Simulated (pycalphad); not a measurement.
Computed with pycalphad from the COST 507 light-alloy database (1999), at 1 atm. These are 1990s assessments: newer ones move some temperatures and phases. The system is extrapolated from its subsystems; higher-order compounds may be missing. Kinetics are ignored, which matters at the lower temperatures.

Ti-3.828Fe-0.392Si (wt.%): equilibrium cooling sequence

```csv
T (K),phases above,phases below
1871.1,LIQUID,BCC_A2 + LIQUID
1713.9,BCC_A2 + LIQUID,BCC_A2
1065.2,BCC_A2,BCC_A2 + HCP_A3
1011.9,BCC_A2 + HCP_A3,BCC_A2 + HCP_A3 + SITI3
847.7,BCC_A2 + HCP_A3 + SITI3,FETI + HCP_A3 + SITI3
```

Changes were sought between steps of 50 K, so a narrower field can be missed.

Database names, with the compositions (at.%) that they take in these runs: SITI3: Ti 75 Si 25; FETI: Ti 50 Fe 50. BCC_A2 is bcc; HCP_A3 is hcp.
